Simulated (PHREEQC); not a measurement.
Make-up at 45 °C: 0.047 mol/kgw HF, 0.00049 mol/kgw NH3 and 0.00056 mol/kgw KCl. Closed to the air; pH follows from the charge balance.

Model: ion-association model, wateq4f.dat, run in PHREEQC.

```
quantity                    before     after
------------------------  --------  --------
pH                            2.37      9.34
ionic strength (mol/kgw)   0.00567  0.000649
NH3 (mol/kgw)             2.25e-10  0.000401
```

Task: What was changed between the two runs?
A. HF left out
B. HF replaced by NaBF4 at the same molality
C. temperature from 45 to 85 °C
D. diluted 5-fold with water

Result: A, HF left out

Precipitation was switched off in this run. wateq4f.dat counts part of the HF as a dimer, H2F2, which phreeqc.dat doesn't know; its constant is uncertain. At this temperature some constants are extrapolated from 25 °C, and those without enthalpy data are left unchanged.
